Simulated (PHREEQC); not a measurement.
A solution holds 0.015 mol/kgw NaHSO4 and 3.2e-05 mol/kgw Na2B4O7, at 48 °C. Closed to the air; pH follows from the charge balance.

All values are PHREEQC results (Pitzer model, pitzer.dat), not measurements.

```json
[
 {"quantity": "pH", "before": "2.15", "after": "10.61"},
 {"quantity": "ionic strength (mol/kgw)", "before": "0.0322", "after": "0.0426"}
]
```

What was changed between the two runs?
A) temperature from 48 to 75 °C
B) NaHSO4 from 0.015 to 0.0135 mol/kgw
C) diluted 100-fold with water
D) Na2B4O7 from 3.2e-05 to 4.8e-05 mol/kgw
E) NaHSO4 replaced by Na2CO3 at the same molality

E, NaHSO4 replaced by Na2CO3 at the same molality

Precipitation was switched off in this run. Constants without temperature data keep their 25 °C values here.
